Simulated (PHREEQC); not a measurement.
Make-up at 25 °C: 0.74 mol/kgw NaCl, 0.028 mol/kgw Na2SO4 and 0.25 mol/kgw LiCl. Closed to the air; pH follows from the charge balance.

Model: Pitzer model, pitzer.dat, run in PHREEQC.

Each row changes one thing in this solution. This is a speciation only: nothing precipitates in the calculation.

| case | HSO4- (mol/kgw) | SI of Halite (NaCl) | SI of Mirabilite (Na2SO4:10H2O) |
|---|---|---|---|
| as made | 3.90e-8 | -2.04 | -2.12 |
| LiCl from 0.25 to 2.5 mol/kgw | 6.00e-8 | -1.27 | -2.69 |
| diluted 10-fold with water | 1.07e-8 | -3.91 | -4.26 |
| Na2SO4 from 0.028 to 0.0056 mol/kgw | 8.95e-9 | -2.06 | -2.84 |

Complexes and solids missing from the database can't appear.
